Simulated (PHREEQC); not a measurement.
0.014 g of hydrous ferric oxide (600 m²/g; 0.2 weak and 0.005 strong sites per Fe, Dzombak-Morel constants, diffuse double layer) in 1 kg of water with 0.3 mol/kgw of an inert sodium salt and 1.6e-07 mol/kgw MnCl2, at 25 °C; the pH is set by adding NaOH or the inert anion's acid. The system is closed to oxygen. CO2 from the air is kept out. Precipitation was switched off in this run.

The numbers come from PHREEQC with the ion-association model, wateq4f.dat.

Task: Predict Mn sorbed (%) at pH = 5.5, 6.5, 10.5.

Result: 
```tsv
pH	Mn sorbed (%)
5.5	0.0
6.5	1.5
10.5	100.0
```

Species that the database lacks are ignored. The oxide is taken as insoluble; below pH 4 it would dissolve.
